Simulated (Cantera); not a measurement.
Input (Python, Cantera) and output of one run.

```python
import numpy as np
import cantera as ct

gas_names = """
    C CH CH2 CH3 CH2OH CH3O CH4 CH3OH CN CO CO2 COOH C2 C2H CHCO,ketyl C2H2,acetylene C2H2,vinylidene
    CH2CO,ketene C2H3,vinyl CH3CN CH3CO,acetyl C2H4 C2H4O,ethylen CH3CHO,ethanal CH3COOH (HCOOH)2 C2H5
    C2H6 CH3OCH3 C2H5OH CCN CNC C2N2 C2O C3 C3H3,propargyl C3H4,allene C3H4,propyne C3H4,cyclo-
    C3H5,allyl C3H6,propylene C3H6,cyclo- C3H6O C3H7,n-propyl C3H7,i-propyl C3H8 C3H8O,1propanol
    C3H8O,2propanol C3O2 C4 C4H2 C4H4,1,3-cyclo- C4H6,butadiene C4H6,2-butyne C4H6,cyclo- C4H8,1-butene
    C4H8,cis2-buten C4H8,tr2-butene C4H8,isobutene C4H8,cyclo- (CH3COOH)2 C4H9,n-butyl C4H9,i-butyl
    C4H9,s-butyl C4H9,t-butyl C4H10,isobutane C4H10,n-butane C4N2 C5 C5H6,1,3cyclo- C5H8,cyclo-
    C5H10,1-pentene C5H10,cyclo- C5H11,pentyl C5H11,t-pentyl C5H12,n-pentane C5H12,i-pentane
    CH3C(CH3)2CH3 C6H2 C6H5,phenyl C6H5O,phenoxy C6H6 C6H5OH,phenol C6H10,cyclo- C6H12,1-hexene
    C6H12,cyclo- C6H13,n-hexyl C7H7,benzyl C7H8 C7H8O,cresol C7H14,1-heptene C7H15,n-heptyl
    C7H16,n-heptane C8H8,styrene C8H10,ethylbenz C8H16,1-octene C8H17,n-octyl C8H18,isooctane
    C8H18,n-octane C9H19,n-nonyl C10H8,naphthale C10H21,n-decyl C12H9,o-bipheny C12H10,bipheny H HCN HCO
    HCCN HNC HNCO HNO HNO2 HNO3 HO2 H2 HCHO,formaldehy HCOOH H2O H2O2 N NCO NH NH2 NH3 NH2OH NO NO2 NO3
    N2 N2H2 N2H4 N2O O OH O2 O3
""".split()
cond_names = """
    C(gr) C6H6(L) C7H8(L) C8H18(L),n-octa H2O(s) H2O(L)
""".split()


def load(file, names, dense=False):
    # The tables refer to 1 bar. Condensed volumes are neglected.
    table = {s.name: s for s in ct.Species.list_from_file(file)}
    out = []
    for n in names:
        d = dict(table[n].input_data)
        d["thermo"] = dict(d["thermo"], **{"reference-pressure": 1e5})
        if dense:
            d["equation-of-state"] = {"model": "constant-volume", "density": "1e6 g/cm^3"}
        out.append(ct.Species.from_dict(d))
    return out


gas = ct.Solution(thermo="ideal-gas", species=load("nasa_gas.yaml", gas_names))
cond = {s.name: ct.Solution(thermo="fixed-stoichiometry", species=[s], name=s.name)
        for s in load("nasa_condensed.yaml", cond_names, dense=True)}
atoms = {
    'acetone': {'C': 3, 'H': 6, 'O': 1},
    'H2': {'H': 2},
    'N2': {'N': 2},
}
top_T = {'C(gr)': 4500}  # K; cautious upper limits of use, not melting points


def equilibrate(T, P, feed):
    n = {}
    for name, mol in feed.items():
        for a, k in atoms[name].items():
            n[a] = n.get(a, 0.0) + k * mol
    gas.TPX = T, P, n
    mass = sum(n.values()) * gas.mean_molecular_weight
    gas.equilibrate("TP")
    valid = [c for c in cond.values() if c.min_temp <= T <= top_T.get(c.name, c.max_temp)]
    mix = ct.Mixture([(gas, mass / gas.mean_molecular_weight)] + [(c, 0.0) for c in valid])
    mix.T, mix.P = T, P
    mix.equilibrate("TP", solver="vcs", rtol=1e-11, max_steps=5000)
    return mix


results = []
feed = {'acetone': 1, 'H2': 0.5, 'N2': 0.35}  # mol
T = 1600  # K
for P in [10, 46, 220, 1000, 4600, 22000, 100000, 460000, 2200000, 10000000]:
    mix = equilibrate(T, P, feed)
    results.append((T, P, feed, dict(zip(mix.species_names, mix.species_moles))))

top = {s: max(r[3][s] / sum(r[3][g] for g in gas_names) for r in results) for s in gas_names}
cols = sorted((s for s in top if top[s] > 1e-06), key=lambda s: -top[s])[:7]
seen = [c for c in cond_names if any(r[3].get(c, 0) > 1e-12 for r in results)]
print("log10 of partial pressures in bar; condensed amounts in mol")
print(f"{'P/Pa':>10s}" + "".join(f"{s[:9]:>10s}" for s in cols + seen))
for T, P, feed, n in results:
    ng = sum(n[g] for g in gas_names)
    print(f"{P:10.4g}" + "".join(f"{np.log10(max(n[s] / ng * P / 1e5, 1e-99)):10.3f}" for s in cols)
          + "".join(f"{n.get(c, 0):10.4g}" for c in seen))
```

Result:

```
log10 of partial pressures in bar; condensed amounts in mol
      P/Pa        H2        CO        N2       CH4       H2O         H       CO2     C(gr)
        10    -4.144    -4.687    -5.144   -11.076   -11.889    -6.337   -12.910     1.997
        46    -3.480    -4.023    -4.481    -9.748   -10.562    -6.005   -11.583     1.997
       220    -2.800    -3.344    -3.801    -8.387    -9.202    -5.665   -10.223     1.997
      1000    -2.142    -2.686    -3.143    -7.071    -7.886    -5.336    -8.908     1.997
      4600    -1.479    -2.023    -2.480    -5.746    -6.561    -5.004    -7.582     1.997
   2.2e+04    -0.800    -1.343    -1.801    -4.386    -5.201    -4.664    -6.223     1.997
     1e+05    -0.143    -0.686    -1.143    -3.072    -3.887    -4.336    -4.908     1.994
   4.6e+05     0.518    -0.023    -0.478    -1.751    -2.563    -4.006    -3.581     1.982
   2.2e+06     1.186     0.659     0.208    -0.414    -1.213    -3.671    -2.219     1.928
     1e+07     1.802     1.319     0.888     0.818     0.063    -3.363    -0.898     1.759
```

Method: chemical equilibrium by Gibbs-energy minimisation in Cantera with the NASA 1993 tables (ideal gas, pure condensed phases). The feed counts by its element totals alone. The ideal-gas law is rough above about 30 bar.
